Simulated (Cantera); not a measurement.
What does this Cantera script print?

```python
import numpy as np
import cantera as ct

gas_names = """
    C CN CO CO2 C2 CCN CNC C2N2 C2O C3 C3O2 C4 C4N2 C5 Fe FeC5O5 FeO N NCO NO NO2 NO3 N2 N2O O O2 O3
""".split()
cond_names = """
    C(gr) Fe(a) Fe(c) Fe(d) Fe(L) FeC5O5(L) FeO(s) FeO(L) Fe2O3(s) Fe3O4(s)
""".split()


# ... load() reads the species with a 1 bar reference pressure and builds the phases ...
atoms = {
    'Fe(CO)5': {'Fe': 1, 'C': 5, 'O': 5},
    'N2': {'N': 2},
}
top_T = {'C(gr)': 4500, 'Fe2O3(s)': 1830, 'Fe3O4(s)': 1870}  # K; cautious upper limits of use, not melting points


# ... equilibrate(T, P, feed) seeds the gas with the atoms and calls Mixture.equilibrate('TP', solver="vcs", rtol=1e-11, max_steps=5000) ...
results = []
T = 1450  # K
P = 2400  # Pa
for m in [1, 1.5, 2.2, 3.3, 5, 7.5, 11, 17, 25, 37, 56, 83]:
    feed = {'Fe(CO)5': 1, 'N2': m}  # mol
    mix = equilibrate(T, P, feed)
    results.append((T, P, feed, dict(zip(mix.species_names, mix.species_moles))))

top = {s: max(r[3][s] / sum(r[3][g] for g in gas_names) for r in results) for s in gas_names}
cols = sorted((s for s in top if top[s] > 1e-05), key=lambda s: -top[s])[:7]
seen = [c for c in cond_names if any(r[3].get(c, 0) > 1e-12 for r in results)]
print("log10 of partial pressures in bar; condensed amounts in mol")
print(f"{'n(N2)':>10s}" + "".join(f"{s[:9]:>10s}" for s in cols + seen))
for T, P, feed, n in results:
    ng = sum(n[g] for g in gas_names)
    print(f"{feed['N2']:10.4g}" + "".join(f"{np.log10(max(n[s] / ng * P / 1e5, 1e-99)):10.3f}" for s in cols)
          + "".join(f"{n.get(c, 0):10.4g}" for c in seen))
```

Result:

```
log10 of partial pressures in bar; condensed amounts in mol
     n(N2)        N2        CO       CO2     C(gr)     Fe(c)
         1    -2.398    -1.699    -6.377 0.0001049         1
       1.5    -2.257    -1.734    -6.447 9.681e-05         1
       2.2    -2.135    -1.778    -6.536  8.74e-05         1
       3.3    -2.020    -1.840    -6.659 7.581e-05         1
         5    -1.921    -1.921    -6.821 6.292e-05         1
       7.5    -1.842    -2.018    -7.015 5.032e-05         1
        11    -1.783    -2.125    -7.229  3.93e-05         1
        17    -1.732    -2.263    -7.506 2.855e-05         1
        25    -1.699    -2.398    -7.775  2.09e-05    0.9999
        37    -1.675    -2.544    -8.067 1.487e-05    0.9999
        56    -1.657    -2.706    -8.392 1.014e-05    0.9999
        83    -1.645    -2.865    -8.710 6.894e-06    0.9998
```

Cantera equilibrium calculation (NASA polynomials, part measured and part estimated; ideal gas, pure solids and liquids).
